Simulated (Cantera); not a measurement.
## Halide evaporation, hydrolysis and transport: CsCl + H2

Input: 1 mol CsCl, 6.9 mol H2, held at 1100 K and 1.00 Torr.

Equilibrium computed with Cantera from the NASA thermochemical tables; the gas is ideal and each condensed phase is pure. Candidate condensed phases: Cs, CsCl; 9 gas species. Equilibrium is a limit: real reactors are often held back by kinetics, nucleation or transport.

```json
{
  "x(H2)": "0.875",
  "x(CsCl)": "0.123",
  "x(Cs2Cl2)": "0.00212",
  "x(Cs)": "9.27e-5",
  "x(HCl)": "9.27e-5",
  "gas_amount": "7.884 mol",
  "log10 activity of CsCl(l) (absent)": "-1.42",
  "log10 activity of Cs(l) (absent)": "-7.42"
}
```
